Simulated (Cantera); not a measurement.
Input (Python, Cantera):

```python
import numpy as np
import cantera as ct

gas = ct.Solution("gri30.yaml")
gas.TPX = 548, 11000, {'CO': 1, 'H2': 0.062, 'CH4': 0.61, 'O2': 2.16, 'N2': 10.2}
flame = ct.FreeFlame(gas, width=0.19)
flame.set_refine_criteria(ratio=3, slope=0.08, curve=0.16)
flame.transport_model = "mixture-averaged"
flame.solve(loglevel=0, auto=True)
z, T = flame.grid, flame.T
thick = (T[-1] - T[0]) / np.gradient(T, z).max()
show = ['CO', 'H2', 'CH4', 'H2O2', 'O', 'NO']
print(f"laminar burning velocity  {flame.velocity[0] * 100:.3f} cm/s")
print(f"burnt temperature         {T[-1]:.1f} K")
print(f"thermal thickness         {thick * 1e3:.4f} mm")
print(f"grid points               {len(z)}")
z0 = z[flame.heat_release_rate.argmax()]
print(f"{'z/mm':>9s}{'T/K':>9s}{'u/(m/s)':>9s}" + "".join(f"{s:>11s}" for s in show))
rows = []
for k in (-3, -2, -1.5, -1, -0.5, -0.25, 0, 0.25, 0.5, 1, 2, 4, 8):
    zz = z0 + k * thick
    rows.append([k * thick, np.interp(zz, z, T), np.interp(zz, z, flame.velocity),
                 *(np.interp(zz, z, flame.X[gas.species_index(s)]) for s in show)])
    print(f"{rows[-1][0] * 1e3:9.3f}{rows[-1][1]:9.1f}{rows[-1][2]:9.3f}" + "".join(f"{x:11.3e}" for x in rows[-1][3:]))
```

It prints:

```
laminar burning velocity  136.109 cm/s
burnt temperature         2055.5 K
thermal thickness         3.5693 mm
grid points               175
     z/mm      T/K  u/(m/s)         CO         H2        CH4       H2O2          O         NO
  -10.708    548.0    1.361  7.126e-02  4.483e-03  4.347e-02  5.145e-10  1.015e-10  3.450e-14
   -7.139    548.1    1.362  7.124e-02  4.734e-03  4.346e-02  2.245e-08  6.232e-09  9.479e-13
   -5.354    548.4    1.363  7.121e-02  5.185e-03  4.343e-02  1.837e-07  6.131e-08  1.038e-11
   -3.569    555.8    1.383  7.102e-02  6.576e-03  4.317e-02  1.435e-06  1.009e-06  3.817e-10
   -1.785    681.5    1.706  7.102e-02  1.063e-02  3.882e-02  1.939e-06  2.557e-05  1.947e-08
   -0.892    936.6    2.359  7.453e-02  1.376e-02  2.676e-02  1.011e-06  2.152e-04  9.921e-08
    0.000   1287.2    3.257  7.937e-02  1.418e-02  7.496e-03  6.112e-07  1.925e-03  3.613e-07
    0.892   1438.5    3.636  7.036e-02  9.739e-03  5.720e-04  2.522e-07  6.563e-03  8.391e-07
    1.785   1481.3    3.728  5.728e-02  7.319e-03  2.152e-05  2.109e-07  9.325e-03  1.410e-06
    3.569   1530.8    3.825  4.082e-02  7.143e-03  5.443e-08  1.747e-07  1.055e-02  2.668e-06
    7.139   1591.4    3.950  3.010e-02  7.491e-03  3.171e-12  1.347e-07  1.031e-02  5.113e-06
   14.277   1662.4    4.105  2.703e-02  6.979e-03  1.402e-17  9.510e-08  8.954e-03  8.890e-06
   28.554   1747.0    4.289  2.470e-02  5.900e-03  1.284e-18  6.051e-08  6.979e-03  1.404e-05
```

Model: GRI-Mech 3.0 (53 species, 325 reactions), integrated in Cantera. Burning velocities carry a grid error of a few per cent, more on coarse grids.
